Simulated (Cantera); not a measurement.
What does this Cantera script print?

```python
import numpy as np
import cantera as ct

gas = ct.Solution("gri30.yaml")
gas.TPX = 1000, 1100000, {'C3H8': 1, 'O2': 9.43, 'N2': 35.5}
reactor = ct.IdealGasReactor(gas, energy="on", clone=False)
net = ct.ReactorNet([reactor])
net.rtol, net.atol = 1e-08, 1e-16
show = ['C3H8', 'O2', 'HCO', 'C2H4', 'CH2', 'NO', 'H2']
times = np.geomspace(5e-06, 0.1, 15)

steps = ct.SolutionArray(gas, extra=["t"])
rows = []
print(f"{'t/s':>10s}{'T/K':>9s}{'P/Pa':>11s}" + "".join(f"{s:>11s}" for s in show))
for t in times:
    while net.time < t:
        t_next = net.step()
        steps.append(gas.state, t=t_next)
    rows.append([np.interp(t, steps.t, y) for y in (steps.T, steps.P, *steps(*show).X.T)])
    print(f"{t:10.3e}{rows[-1][0]:9.1f}{rows[-1][1]:11.4g}" + "".join(f"{x:11.3e}" for x in rows[-1][2:]))
rate = np.gradient(steps.T, steps.t)
print("integrator steps:", len(steps.t))
if steps.T.max() > steps.T[0] + 200:
    print(f"time of steepest temperature rise: {steps.t[rate.argmax()]:.4e} s")
gas.TPX = 1000, 1100000, {'C3H8': 1, 'O2': 9.43, 'N2': 35.5}
gas.equilibrate("UV")
print(f"equilibrium (UV): T = {gas.T:.1f} K  " + "  ".join(f"{s} {gas[s].X[0]:.3e}" for s in show))
```

It prints:

```
       t/s      T/K       P/Pa       C3H8         O2        HCO       C2H4        CH2         NO         H2
 5.000e-06   1000.0    1.1e+06  2.177e-02  2.053e-01  1.213e-19  1.243e-09  5.406e-21  5.909e-26  9.664e-13
 1.014e-05   1000.0    1.1e+06  2.177e-02  2.053e-01  5.367e-19  2.735e-09  2.422e-20  2.323e-25  2.249e-12
 2.058e-05   1000.0    1.1e+06  2.177e-02  2.053e-01  2.327e-18  6.015e-09  1.066e-19  9.415e-25  5.608e-12
 4.175e-05   1000.0    1.1e+06  2.177e-02  2.053e-01  1.017e-17  1.376e-08  4.789e-19  3.933e-24  1.604e-11
 8.469e-05   1000.0    1.1e+06  2.177e-02  2.053e-01  4.506e-17  3.404e-08  2.232e-18  1.675e-23  5.535e-11
 1.718e-04   1000.0    1.1e+06  2.177e-02  2.053e-01  2.135e-16  9.595e-08  1.141e-17  7.541e-23  2.408e-10
 3.486e-04   1000.0    1.1e+06  2.177e-02  2.053e-01  1.134e-15  3.199e-07  6.500e-17  3.753e-22  1.293e-09
 7.071e-04   1000.0    1.1e+06  2.177e-02  2.053e-01  6.870e-15  1.243e-06  3.634e-16  2.186e-21  7.694e-09
 1.435e-03   1000.0    1.1e+06  2.177e-02  2.053e-01  3.804e-14  4.831e-06  1.228e-15  1.293e-20  3.991e-08
 2.910e-03   1000.0    1.1e+06  2.176e-02  2.053e-01  1.406e-13  1.527e-05  2.059e-15  5.347e-20  1.465e-07
 5.904e-03   1000.0    1.1e+06  2.173e-02  2.053e-01  4.092e-13  4.072e-05  2.872e-15  1.671e-19  4.389e-07
 1.198e-02   1000.1    1.1e+06  2.167e-02  2.053e-01  1.183e-12  1.040e-04  4.632e-15  4.990e-19  1.339e-06
 2.430e-02   1000.4  1.101e+06  2.147e-02  2.051e-01  4.573e-12  2.959e-04  1.267e-14  1.926e-18  5.408e-06
 4.929e-02   1006.8   1.11e+06  1.987e-02  2.038e-01  1.713e-10  1.845e-03  6.225e-13  9.055e-17  8.599e-05
 1.000e-01   2404.7  2.707e+06  1.062e-51  8.754e-02  1.775e-10  1.990e-29  2.526e-19  1.220e-02  2.001e-04
integrator steps: 2541
time of steepest temperature rise: 5.4869e-02 s
equilibrium (UV): T = 2404.7 K  C3H8 1.921e-51  O2 8.754e-02  HCO 1.775e-10  C2H4 2.554e-29  CH2 4.846e-19  NO 1.220e-02  H2 2.001e-04
```

Detailed kinetics in Cantera: GRI-Mech 3.0 (53 species, 325 reactions). GRI-Mech 3.0 was tuned for natural gas; its chemistry of propane as a main component is partial and can be far from experiment.
